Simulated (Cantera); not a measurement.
Silicon nitride deposition: Si2Cl6 + N2 + H2

A closed system holds: 1 mol Si2Cl6, 62 mol N2, 29 mol H2, at 2173 K and 10000 Pa.

Cantera equilibrium calculation (NASA polynomials, part measured and part estimated; ideal gas, pure solids and liquids). Candidate condensed phases: NH4Cl, Si, Si3N4; 28 gas species. The feed counts by its element totals alone. The tables' values for SiCl, SiN, SiCl3 are old estimates; treat these amounts as uncertain. Gases not in the tables: Si2H6 and higher silanes. Equilibrium is a limit: real reactors are often held back by kinetics, nucleation or transport.

* **x(N2)**: 0.654
* **x(H2)**: 0.282
* **x(HCl)**: 0.0395
* **x(SiCl2)**: 0.0110
* **x(H)**: 0.00810
* **x(Si)**: 0.00283
* **x(SiCl)**: 0.000918
* **x(Cl)**: 0.000829
* **x(SiH)**: 0.000222
* **n(Si(l))**: 0.523 mol
* **gas amount**: 94.76 mol
